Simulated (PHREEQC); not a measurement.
Model water analysis in mg/kgw, 21 °C, pH 6.81, pe 8.5: Na 2.08; K 0.0129; Ca 0.851; Mg 0.91; Cl 2.08; S(6) as SO4 5.17; Alkalinity as HCO3 2.75; Pb 0.00658; Cd 0.0489; Zn 0.00196; Si as SiO2 0.0109.

Valence states are taken as typed.

Equilibrium calculation in PHREEQC: ion-association model, phreeqc.dat.

Each row changes one thing in this solution. This is a speciation only: nothing precipitates in the calculation.

| case | CO2 (mol/kgw) | MgSO4 (mol/kgw) | CaSO4 (mol/kgw) | Pb+2 (mol/kgw) | NaSO4- (mol/kgw) | MgHCO3+ (mol/kgw) | SI of Otavite (CdCO3) | SI of Pb(OH)2 (Pb(OH)2) |
|---|---|---|---|---|---|---|---|---|
| as made | 1.62e-5 | 3.55e-7 | 1.64e-7 | 2.31e-8 | 2.17e-8 | 1.78e-8 | -2.22 | -2.34 |
| temperature from 21 to 50 °C at the same typed pH | (withheld) | 6.95e-7 | 1.98e-7 | 2.14e-8 | 2.55e-8 | 2.09e-8 | -2.03 | -1.44 |
| pH from 6.81 to 7.31 at the same alkalinity | 5.10e-6 | 3.55e-7 | 1.64e-7 | (withheld) | 2.17e-8 | 1.76e-8 | -1.72 | (withheld) |
| pH from 6.81 to 6.31 at the same alkalinity | 5.18e-5 | 3.54e-7 | 1.64e-7 | 2.74e-8 | 2.17e-8 | 1.79e-8 | (withheld) | -3.27 |

Q: What belongs in the gaps?

A: 
- temperature from 21 to 50 °C at the same typed pH, CO2 (mol/kgw): 1.31e-5
- pH from 6.81 to 7.31 at the same alkalinity, Pb+2 (mol/kgw): 1.54e-8
- pH from 6.81 to 7.31 at the same alkalinity, SI of Pb(OH)2 (Pb(OH)2): -1.52
- pH from 6.81 to 6.31 at the same alkalinity, SI of Otavite (CdCO3): -2.71

Species that the database lacks are ignored. Constants without temperature data keep their 25 °C values here.
